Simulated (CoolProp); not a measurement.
Vapour-liquid equilibrium of carbon dioxide (1) + carbonyl sulfide (2) at 281.2 K; x and y are mole fractions of (1).

The numbers come from the multi-fluid Helmholtz-energy mixture model, Span 1996 and Lemmon 2006; pair parameters Bell 2016 in CoolProp.

```json
[
 {"x": "0.05", "bubble pressure (MPa)": "1.083", "y at the bubble point": "0.249", "dew pressure at overall composition x (MPa)": "0.8628", "liquid density (mol/L)": "17.40"},
 {"x": "0.15", "bubble pressure (MPa)": "1.552", "y at the bubble point": "0.492", "dew pressure at overall composition x (MPa)": "0.9619", "liquid density (mol/L)": "17.67"},
 {"x": "0.25", "bubble pressure (MPa)": "1.954", "y at the bubble point": "0.613", "dew pressure at overall composition x (MPa)": "1.085", "liquid density (mol/L)": "17.93"},
 {"x": "0.35", "bubble pressure (MPa)": "2.306", "y at the bubble point": "0.690", "dew pressure at overall composition x (MPa)": "1.241", "liquid density (mol/L)": "18.17"},
 {"x": "0.45", "bubble pressure (MPa)": "2.622", "y at the bubble point": "0.746", "dew pressure at overall composition x (MPa)": "1.446", "liquid density (mol/L)": "18.41"},
 {"x": "0.55", "bubble pressure (MPa)": "2.918", "y at the bubble point": "___", "dew pressure at overall composition x (MPa)": "1.724", "liquid density (mol/L)": "18.65"},
 {"x": "0.65", "bubble pressure (MPa)": "3.207", "y at the bubble point": "0.835", "dew pressure at overall composition x (MPa)": "2.112", "liquid density (mol/L)": "18.88"},
 {"x": "0.75", "bubble pressure (MPa)": "___", "y at the bubble point": "0.877", "dew pressure at overall composition x (MPa)": "___", "liquid density (mol/L)": "19.12"},
 {"x": "0.85", "bubble pressure (MPa)": "3.803", "y at the bubble point": "0.922", "dew pressure at overall composition x (MPa)": "3.312", "liquid density (mol/L)": "___"},
 {"x": "0.95", "bubble pressure (MPa)": "4.123", "y at the bubble point": "0.972", "dew pressure at overall composition x (MPa)": "3.983", "liquid density (mol/L)": "___"}
]
```

### Question
Some entries are withheld; supply them.

### Answer

- 0.55, y at the bubble point: 0.792
- 0.75, bubble pressure (MPa): 3.500
- 0.75, dew pressure at overall composition x (MPa): 2.648
- 0.85, liquid density (mol/L): 19.39
- 0.95, liquid density (mol/L): 19.70

No azeotrope shows between x = 0.05 and 0.95.

The pair parameters rest on a limited set of measurements; away from them the model extrapolates.
